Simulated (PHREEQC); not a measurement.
Solution (25 °C): 5.6 mmol/kgw MgCl2. Closed to the air; pH follows from the charge balance.

The numbers come from PHREEQC with the ion-association model, phreeqc.dat.

Precipitation was switched off in this run.

Predict the specific conductance.

specific conductance 1280 µS/cm.
